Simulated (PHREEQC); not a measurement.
**Polishing slurry liquid (model solution)**

A solution holds 150 mmol/kgw HNO3, 4.1 mmol/kgw KNO3 and 23 mmol/kgw KH2PO4, at 15 °C. Closed to the air; pH follows from the charge balance.

Equilibrium calculation in PHREEQC: ion-association model, phreeqc.dat.

Each row changes one thing in this solution. No solid was allowed to form.

```csv
case,pH,ionic strength (mol/kgw)
as made,0.98,0.156
HNO3 from 0.15 to 0.3 mol/kgw,0.66,0.305
HNO3 from 0.15 to 0.225 mol/kgw,0.79,0.231
HNO3 from 0.15 to 0.03 mol/kgw,1.86,0.0433
temperature from 15 to 35 °C,0.98,0.156
diluted 2-fold with water,[?],[?]
0.13 mol/kgw NaOH added,2.09,0.167
KH2PO4 left out,[?],0.154
```

Q: Complete the blanks.

A: 
- diluted 2-fold with water, pH: 1.26
- diluted 2-fold with water, ionic strength (mol/kgw): 0.0788
- KH2PO4 left out, pH: 0.92
